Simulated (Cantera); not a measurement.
Input: 1 mol Fe₃O₄, 17 mol CO, 0.5 mol H₂, at 0.200 bar.

These are equilibrium values from Cantera (NASA tables, ideal gas, pure condensed phases), not measurements of a reactor. Candidate condensed phases: C, C₆H₆, C₇H₈, C₈H₁₈, Fe, Fe(CO)₅, FeO, Fe(OH)₂, Fe(OH)₃, Fe₂O₃, Fe₃O₄, H₂O; 114 gas species. Each liquid is taken as pure. Mutual solubility and eutectic melting of coexisting phases are not modelled. The tables' stoichiometric FeO is somewhat more stable than real wüstite, so its field is too wide. FeO: taken at fixed stoichiometry. Kinetics and transport are ignored.

Q: What share of the Fe ends up in condensed phases as a function of T (K), at 1225, 1375, 1525, 1675, 1825, 1975, 2125, 2275?

A: 
```tsv
T (K)	Fe condensed (%)	as
1225	100.0	Fe(γ) + FeO(s)
1375	100.0	Fe(γ) + FeO(s)
1525	100.0	Fe(γ) + FeO(s)
1675	100.0	Fe(δ) + FeO(l)
1825	99.9	Fe(l) + FeO(l)
1975	99.2	Fe(l) + FeO(l)
2125	96.0	Fe(l) + FeO(l)
2275	83.5	Fe(l) + FeO(l)
```
